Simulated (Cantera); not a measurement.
# Silicon carbide growth: CH₃SiH₃ + HCl + H₂ + CH₄

A closed system holds: 1 mol CH₃SiH₃, 0.18 mol HCl, 4.1 mol H₂, 0.11 mol CH₄, held at 727 °C.

Method: chemical equilibrium by Gibbs-energy minimisation in Cantera with the NASA 1993 tables (ideal gas, pure condensed phases). Candidate condensed phases: C, C₆H₆, C₇H₈, C₈H₁₈, Si, SiC; 109 gas species. The feed counts by its element totals alone. Rates play no part.

From 1.00 mbar to 75.0 mbar the condensed part is C(graphite) + SiC(s). From 0.180 bar to 1.00 bar the condensed part is SiC(s). The main Si-bearing gas is SiCl₄ throughout.

```json
[
 {"P (Pa)": "100", "x H₂": "0.976", "x HCl": "0.0240", "x CH₄": "9.09e-5", "x SiCl₄": "6.34e-7", "x SiHCl₃": "1.82e-7", "n C(graphite)": "0.109", "n SiC(s)": "1.000"},
 {"P (Pa)": "240", "x H₂": "0.976", "x HCl": "0.0240", "x CH₄": "0.000218", "x SiCl₄": "1.52e-6", "x SiHCl₃": "4.36e-7", "n C(graphite)": "0.108", "n SiC(s)": "1.000"},
 {"P (Pa)": "560", "x H₂": "0.975", "x HCl": "0.0240", "x CH₄": "0.000509", "x SiCl₄": "3.55e-6", "x SiHCl₃": "1.02e-6", "n C(graphite)": "0.106", "n SiC(s)": "1.000"},
 {"P (Pa)": "1300", "x H₂": "0.975", "x HCl": "0.0240", "x CH₄": "0.00118", "x SiCl₄": "8.24e-6", "x SiHCl₃": "2.36e-6", "n C(graphite)": "0.101", "n SiC(s)": "1.000"},
 {"P (Pa)": "3200", "x H₂": "0.973", "x HCl": "0.0240", "x CH₄": "0.00289", "x SiCl₄": "2.03e-5", "x SiHCl₃": "5.81e-6", "n C(graphite)": "0.0886", "n SiC(s)": "1.000"},
 {"P (Pa)": "7500", "x H₂": "0.969", "x HCl": "0.0239", "x CH₄": "0.00673", "x SiCl₄": "4.76e-5", "x SiHCl₃": "1.36e-5", "n C(graphite)": "0.0603", "n SiC(s)": "1.000"},
 {"P (Pa)": "18000", "x H₂": "0.961", "x HCl": "0.0238", "x CH₄": "0.0150", "x SiCl₄": "0.000120", "x SiHCl₃": "3.41e-5", "n C(graphite)": "0", "n SiC(s)": "0.999"},
 {"P (Pa)": "42000", "x H₂": "0.962", "x HCl": "0.0221", "x CH₄": "0.0155", "x SiCl₄": "0.000468", "x SiHCl₃": "0.000144", "n C(graphite)": "0", "n SiC(s)": "0.995"},
 {"P (Pa)": "100000", "x H₂": "0.963", "x HCl": "0.0183", "x CH₄": "0.0166", "x SiCl₄": "0.00118", "x SiHCl₃": "0.000438", "n C(graphite)": "0", "n SiC(s)": "0.988"}
]
```
x: gas mole fraction; n: condensed amount in mol.
